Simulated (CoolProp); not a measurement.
A Linde-Hampson liquefier for oxygen: isothermal reversible compression at 250 K from 1 atm to 40 MPa, throttling to 1 atm, return gas leaving the recuperator 10 K below the feed. Each further row changes one setting.

Model: reference Helmholtz-energy equation of state, Schmidt 1985, in CoolProp.

```
case                        liquid yield per pass  compression work (kJ/kg of gas)
--------------------------  ---------------------  -------------------------------
as stated                                   0.222                              369
high pressure 80 MPa                          ___                              425
warm-end temperature 280 K                  0.165                              ___
warm-end gap 15 K                             ___                              369
```

Some entries are withheld; supply them.


- high pressure 80 MPa, liquid yield per pass: 0.211
- warm-end temperature 280 K, compression work (kJ/kg of gas): 423
- warm-end gap 15 K, liquid yield per pass: 0.212
